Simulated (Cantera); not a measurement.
Cantera run:

```python
import numpy as np
import cantera as ct

gas_names = """
    H H2 Si SiH SiH2 SiH3 SiH4 Si2 Si3
""".split()
cond_names = """
    Si(cr) Si(L)
""".split()


def load(file, names, dense=False):
    # The tables refer to 1 bar. Condensed volumes are neglected.
    table = {s.name: s for s in ct.Species.list_from_file(file)}
    out = []
    for n in names:
        d = dict(table[n].input_data)
        d["thermo"] = dict(d["thermo"], **{"reference-pressure": 1e5})
        if dense:
            d["equation-of-state"] = {"model": "constant-volume", "density": "1e6 g/cm^3"}
        out.append(ct.Species.from_dict(d))
    return out


gas = ct.Solution(thermo="ideal-gas", species=load("nasa_gas.yaml", gas_names))
cond = {s.name: ct.Solution(thermo="fixed-stoichiometry", species=[s], name=s.name)
        for s in load("nasa_condensed.yaml", cond_names, dense=True)}
atoms = {
    'Si2H6': {'Si': 2, 'H': 6},
    'H2': {'H': 2},
}
top_T = {}  # K; cautious upper limits of use, not melting points


def equilibrate(T, P, feed):
    n = {}
    for name, mol in feed.items():
        for a, k in atoms[name].items():
            n[a] = n.get(a, 0.0) + k * mol
    gas.TPX = T, P, n
    mass = sum(n.values()) * gas.mean_molecular_weight
    gas.equilibrate("TP")
    valid = [c for c in cond.values() if c.min_temp <= T <= top_T.get(c.name, c.max_temp)]
    mix = ct.Mixture([(gas, mass / gas.mean_molecular_weight)] + [(c, 0.0) for c in valid])
    mix.T, mix.P = T, P
    mix.equilibrate("TP", solver="vcs", rtol=1e-11, max_steps=5000)
    return mix


results = []
feed = {'Si2H6': 1, 'H2': 5.6}  # mol
T = 1773.15  # K
P = 110  # Pa
mix = equilibrate(T, P, feed)
results.append((T, P, feed, dict(zip(mix.species_names, mix.species_moles))))
x = sorted(zip(gas.X, gas.species_names), reverse=True)
print(f"T = {T:g} K  P = {P:g} Pa  gas = {mix.phase_moles(0):.4g} mol")
print("   x: " + "  ".join(f"{s} {v:.3e}" for v, s in x if v > 1e-05))
print("   condensed (mol): " + ("  ".join(f"{mix.phase(i).name} {mix.phase_moles(i):.4g}"
      for i in range(1, mix.n_phases) if mix.phase_moles(i) > 1e-12) or "none"))
```

It prints:

```
T = 1773.15 K  P = 110 Pa  gas = 8.654 mol
   x: H2 9.894e-01  H 8.543e-03  Si 1.941e-03  SiH 7.901e-05  SiH2 2.444e-05  Si2 1.080e-05
   condensed (mol): Si(L) 1.982
```

Cantera equilibrium calculation (NASA polynomials, part measured and part estimated; ideal gas, pure solids and liquids). The feed counts by its element totals alone. Gases not in the tables: Si2H6 and higher silanes.
